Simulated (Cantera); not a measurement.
A closed system holds: 1 mol SiO2, 3 mol C, 0.039 mol CO, equilibrated at 1823 K.

Cantera equilibrium calculation (NASA polynomials, part measured and part estimated; ideal gas, pure solids and liquids). Candidate condensed phases: C, Si, SiC, SiO2; 20 gas species. The tables hold silica as quartz up to 1696 K and as liquid above; real silica turns to tridymite and cristobalite and melts near 1996 K. Kinetics and transport are ignored.

x: gas mole fraction; n: condensed amount in mol.

```json
[
 {"P (Pa)": "10", "x CO": "0.993", "x SiO": "0.00589", "x Si": "0.00118", "x CO2": "6.42e-9", "x SiC2": "1.97e-5", "x Si2C": "1.42e-5", "x Si2": "2.04e-7", "n C(graphite)": "0.0264", "n SiC(s)": "0.985", "n SiO2(condensed)": "0"},
 {"P (Pa)": "42", "x CO": "0.994", "x SiO": "0.00589", "x Si": "…", "x CO2": "…", "x SiC2": "…", "x Si2C": "…", "x Si2": "…", "n C(graphite)": "0.0246", "n SiC(s)": "0.987", "n SiO2(condensed)": "0"},
 {"P (Pa)": "180", "x CO": "0.994", "x SiO": "0.00590", "x Si": "6.56e-5", "x CO2": "1.16e-7", "x SiC2": "1.09e-6", "x Si2C": "7.86e-7", "x Si2": "1.13e-8", "n C(graphite)": "0.0242", "n SiC(s)": "0.988", "n SiO2(condensed)": "0"},
 {"P (Pa)": "750", "x CO": "0.994", "x SiO": "0.00590", "x Si": "1.57e-5", "x CO2": "4.83e-7", "x SiC2": "2.62e-7", "x Si2C": "1.89e-7", "x Si2": "2.72e-9", "n C(graphite)": "0.0241", "n SiC(s)": "0.988", "n SiO2(condensed)": "0"},
 {"P (Pa)": "3200", "x CO": "0.994", "x SiO": "0.00590", "x Si": "…", "x CO2": "…", "x SiC2": "…", "x Si2C": "…", "x Si2": "…", "n C(graphite)": "0.0241", "n SiC(s)": "0.988", "n SiO2(condensed)": "0"},
 {"P (Pa)": "13000", "x CO": "0.994", "x SiO": "0.00590", "x Si": "9.09e-7", "x CO2": "8.37e-6", "x SiC2": "1.51e-8", "x Si2C": "1.09e-8", "x Si2": "1.57e-10", "n C(graphite)": "0.0241", "n SiC(s)": "0.988", "n SiO2(condensed)": "0"},
 {"P (Pa)": "56000", "x CO": "0.994", "x SiO": "0.00590", "x Si": "2.11e-7", "x CO2": "3.60e-5", "x SiC2": "3.51e-9", "x Si2C": "2.53e-9", "x Si2": "3.65e-11", "n C(graphite)": "0.0241", "n SiC(s)": "0.988", "n SiO2(condensed)": "0"},
 {"P (Pa)": "240000", "x CO": "0.998", "x SiO": "0.00233", "x Si": "1.94e-8", "x CO2": "0.000156", "x SiC2": "3.23e-10", "x Si2C": "9.18e-11", "x Si2": "1.32e-12", "n C(graphite)": "3.00", "n SiC(s)": "0", "n SiO2(condensed)": "1.000"},
 {"P (Pa)": "1000000", "x CO": "0.999", "x SiO": "0.000134", "x Si": "2.67e-10", "x CO2": "0.000650", "x SiC2": "4.45e-12", "x Si2C": "<1e-12", "x Si2": "<1e-12", "n C(graphite)": "3.00", "n SiC(s)": "0", "n SiO2(condensed)": "1.000"}
]
```

Task: Fill in the missing entries.

Result: 
- 3200, x Si: 3.69e-6
- 3200, x CO2: 2.06e-6
- 3200, x SiC2: 6.14e-8
- 3200, x Si2C: 4.42e-8
- 3200, x Si2: 6.38e-10
- 42, x Si: 0.000281
- 42, x CO2: 2.70e-8
- 42, x SiC2: 4.68e-6
- 42, x Si2C: 3.37e-6
- 42, x Si2: 4.86e-8
